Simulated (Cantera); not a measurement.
Input: 1 mol borazine, 150 mol H2, 17 mol N2.

These are equilibrium values from Cantera (NASA tables, ideal gas, pure condensed phases), not measurements of a reactor. Candidate condensed phases: B, BN; 15 gas species. The feed counts by its element totals alone. Mutual solubility and eutectic melting of coexisting phases are not modelled. Rates play no part.

Question: What condenses at these points (T in °C, P in Pa): (1925, 7200); (1850, 140); (2100, 7200); (1975, 10); (1825, 10); (2025, 140); (2050, 7200)?

Answer: 
| T (°C) | P in Pa | condensed phases | B condensed (%) |
|---|---|---|---|
| 1925 | 7200 | BN | 96.6 |
| 1850 | 140 | B | 91.4 |
| 2100 | 7200 | B | 83.9 |
| 1975 | 10 | gas only | 0.0 |
| 1825 | 10 | B | 54.5 |
| 2025 | 140 | B | 43.8 |
| 2050 | 7200 | B + BN | 87.1 |
